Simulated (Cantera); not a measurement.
A closed system holds: 1 mol Si, 17 mol HCl, 1 mol N2, equilibrated at 648 K and 7.20 Pa.

Equilibrium computed with Cantera from the NASA thermochemical tables; the gas is ideal and each condensed phase is pure. Candidate condensed phases: NH4Cl, Si, Si3N4; 28 gas species. Rates play no part.

Base state: HCl 0.765, H2 0.118, N2 0.0588, SiCl4 0.0588 (mole fractions); condensed: gas only.

Q: What changes in the equilibrium state with this change: temperature from 648 K to 1123.15 K?

A: 
| species | before | after |
|---|---|---|
| HCl | 0.765 | 0.770 |
| H2 | 0.118 | 0.113 |
| N2 | 0.0588 | 0.0586 |
| SiCl4 | 0.0588 | 0.0526 |
| SiCl2 | <1e-9 | 0.00257 |
| SiCl3 | 3.80e-9 | 0.00330 |
The tables' values for SiCl3 are old estimates; treat these amounts as uncertain.
